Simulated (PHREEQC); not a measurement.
Dissolve 0.018 mol/kgw HF and 0.013 mol/kgw NH4F at 25 °C. It is in equilibrium with CO2 at log p = -3.4 (atm). Otherwise closed; pH follows from the charge balance.

Model: ion-association model, phreeqc.dat, run in PHREEQC.

This is a speciation only: nothing precipitates in the calculation.

Estimate the pH, ionic strength.

pH 3.03; ionic strength 0.0140 mol/kgw.

In which forms is F present?

HF 52 %, F- 43 %, HF2- 5.3 % of the F.
